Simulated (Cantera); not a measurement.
Input: 1 mol (CH₃)₂SiCl₂, 0.035 mol HCl, 3.2 mol H₂, held at 2473.15 K and 0.00133 bar.

Equilibrium computed with Cantera from the NASA thermochemical tables; the gas is ideal and each condensed phase is pure. Candidate condensed phases: C, C₆H₆, C₇H₈, C₈H₁₈, Si, SiC; 109 gas species. The feed counts by its element totals alone. The tables' values for SiCl are old estimates; treat these amounts as uncertain. Rates play no part.

Base state: H 0.362, H₂ 0.351, HCl 0.109, Cl 0.0796, Si 0.0717, SiC₂ 0.0172, C₂H₂ (acetylene) 0.00339, SiCl 0.00225 (mole fractions); condensed: C(graphite).

Task: What changes in the equilibrium state with this change: temperature from 2473.15 K to 1550 K?

Result: 
```
species             before     after
----------------  --------  --------
H₂                   0.351     0.721
HCl                  0.109     0.275
SiCl₂              0.00126   0.00307
H                    0.362  0.000733
SiC₂                0.0172     <1e-9
Si                  0.0717   2.19e-7
Cl                  0.0796  0.000223
Si₂C               0.00105     <1e-9
C₃                0.000244     <1e-9
C₂H               0.000237     <1e-9
C                  8.60e-5     <1e-9
Si₂                4.53e-5     <1e-9
C(graphite), mol      1.54      1.02
SiC(s), mol              0     0.977
```
The tables' values for SiCl₃ are old estimates; treat these amounts as uncertain.
